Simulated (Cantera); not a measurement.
Feed: 1 mol Cu₂O, 120 mol H₂, 11 mol N₂, held at 683 Torr.

Method: chemical equilibrium by Gibbs-energy minimisation in Cantera with the NASA 1993 tables (ideal gas, pure condensed phases). Candidate condensed phases: Cu, CuO, Cu(OH)₂, Cu₂O, H₂O; 27 gas species. Rates play no part. All values below are at 827 °C.

Base state: H₂ 0.908, N₂ 0.0839, H₂O 0.00763, NH₃ 7.25e-5 (mole fractions); condensed: Cu(s).

Q: What changes in the equilibrium state with this change: 0.16 mol O₂ added?

A: 
```
species      before    after
----------  -------  -------
H₂            0.908    0.906
N₂           0.0839   0.0839
H₂O         0.00763   0.0101
NH₃         7.25e-5  7.22e-5
Cu(s), mol     2.00     2.00
```
